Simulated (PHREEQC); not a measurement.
Dissolve 0.05 mol/kgw H3PO4 and 0.002 mol/kgw H2SO4 at 2.6 °C. Closed to the air; pH follows from the charge balance.

All values are PHREEQC results (ion-association model, phreeqc.dat), not measurements.

| quantity | before | after |
|---|---|---|
| pH | 1.73 | 2.46 |
| ionic strength (mol/kgw) | 0.0221 | 0.00541 |
| SO4-2 (mol/kgw) | 0.00112 | 0.00170 |
| HSO4- (mol/kgw) | 0.000877 | 0.000296 |

Question: Which change was made?
A) H3PO4 left out
B) H3PO4 replaced by Na2HPO4 at the same molality
C) H2SO4 from 0.002 to 0.0022 mol/kgw
D) temperature from 2.6 to 50 °C
E) H2SO4 replaced by FeSO4 at the same molality

Answer: A, H3PO4 left out

No solid was allowed to form. Constants without temperature data keep their 25 °C values here.
